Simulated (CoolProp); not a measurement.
R113 at 460.4 K and 1.71 MPa is throttled through a valve to 0.871 MPa with no heat exchange. Each further row changes one setting.

Computed with CoolProp (reference Helmholtz-energy equation of state, Marx 1992).

| case | temperature change (K) | final density (kg/m³) |
|---|---|---|
| as stated | ? | ? |
| outlet pressure 0.261 MPa | ? | ? |
| outlet pressure 1.13 MPa | ? | ? |

Task: Fill in the missing entries.

Result: 
- as stated, temperature change (K): -12.3
- as stated, final density (kg/m³): 50.1
- outlet pressure 0.261 MPa, temperature change (K): -20.1
- outlet pressure 0.261 MPa, final density (kg/m³): 13.9
- outlet pressure 1.13 MPa, temperature change (K): -8.8
- outlet pressure 1.13 MPa, final density (kg/m³): 67.6
